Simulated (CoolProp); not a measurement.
Saturated liquid density (kg/m³) of R124: the reference equation beside estimates from Tc = 395.4 K, pc = 3624 kPa, ω = 0.288.

Model: reference Helmholtz-energy equation of state, de Vries 1995, in CoolProp.

```csv
T (K),reference,Redlich-Kwong,Soave-Redlich-Kwong,Peng-Robinson
253.5,1496,1319,1372,1550
264.9,1462,1284,1339,1515
276.2,1427,1247,1305,1477
287.6,1391,1208,1267,1436
298.9,1353,1166,1227,1391
310.3,1312,1121,1182,1342
321.6,1269,1073,1134,1287
333,1222,1020,1080,1226
```

Absolute difference from the reference over all 8 rows, mean and median: Redlich-Kwong 13.8 and 13.5 %, Soave-Redlich-Kwong 9.5 and 9.1 %, Peng-Robinson 2.6 and 3.0 %.
